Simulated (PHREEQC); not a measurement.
Consider water at 25 °C with 20 mmol/kgw CsOH and 17 mmol/kgw K2SiO3. Closed to the air; pH follows from the charge balance.

All values are PHREEQC results (ion-association model, wateq4f.dat), not measurements.

No solid was allowed to form.

Order these Si species by the share of Si that they hold, largest first: H4SiO4, H3SiO4-, H2SiO4-2.

H3SiO4- (76 %), H2SiO4-2 (24 %), H4SiO4 (0.15 %)

The pH is 12.42 and the ionic strength 0.0581 mol/kgw. Species that the database lacks are ignored.
